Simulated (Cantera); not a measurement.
A freely propagating, adiabatic, planar premixed flame of H2 : O2 : N2 = 1 : 0.208 : 0.783 (molar parts), equivalence ratio 2.4, unburnt at 350 K and 2.00 bar; mixture-averaged transport, grid criteria slope 0.08 and curve 0.16, no radiation.

Model: the H2/O2 subset of GRI-Mech 3.0, which has no nitrogen chemistry, integrated in Cantera. Burning velocities carry a grid error of a few per cent, more on coarse grids.

Q: What does this change do: 0.2 parts H2O added?

A: 
| quantity | before | after |
|---|---|---|
| laminar burning velocity | 347 cm/s | 247 cm/s |
| thermal thickness | 0.151 mm | 0.146 mm |
| peak x(H) | 0.0510 | 0.0309 |
| peak x(HO2) | 0.000624 | 0.000716 |
| peak x(OH) | 0.00172 | 0.00130 |
